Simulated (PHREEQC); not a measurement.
Solution (25 °C): 2 mol/kgw KCl, 0.49 mol/kgw K2SO4 and 2.2 mol/kgw MgCl2. Closed to the air; pH follows from the charge balance.

Computed with PHREEQC (Pitzer model, pitzer.dat).

**Question.** The ionic strength comes out as 10.1 mol/kgw. What activity coefficients do Mg+2, K+, MgOH+, Cl-, HSO4- get?

**Answer.** Mg+2 7.7, K+ 0.93, MgOH+ 0.70, Cl- 0.72, HSO4- 0.80. Single-ion values are on the MacInnes scale.

Precipitation was switched off in this run. Saturation is exceeded, for instance for Sylvite, Arcanite; the values hold only as long as no solid forms.
